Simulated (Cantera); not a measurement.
Cantera with NASA thermochemical tables; ideal gases at 1 bar, condensed phases pure. Values are per mole of reaction as written; species without (g) are pure solids or liquids, kept so even where they would boil at 1 bar.

6 CH4(g) → C6H6(g) + 9 H2(g)

| T (K) | ΔH° (kJ) | ΔS° (J/K) | ΔG° (kJ) | log10 K |
|---|---|---|---|---|
| 300 | 530.7 | 327.9 | 432.4 | -75.28 |
| 1548 | ? | ? | ? | ? |
| 1648 | ? | ? | ? | ? |
| 1748 | 600.7 | 458.2 | -200.3 | 5.99 |
| 1848 | 597.9 | 456.7 | -246.1 | 6.96 |
| 1948 | ? | ? | ? | ? |

Question: What belongs in the gaps?

Answer: 
- 1548, ΔH° (kJ): 604.3
- 1548, ΔS° (J/K): 460.4
- 1548, ΔG° (kJ): -108.4
- 1548, log10 K: 3.66
- 1648, ΔH° (kJ): 602.8
- 1648, ΔS° (J/K): 459.5
- 1648, ΔG° (kJ): -154.4
- 1648, log10 K: 4.89
- 1948, ΔH° (kJ): 594.6
- 1948, ΔS° (J/K): 454.9
- 1948, ΔG° (kJ): -291.7
- 1948, log10 K: 7.82
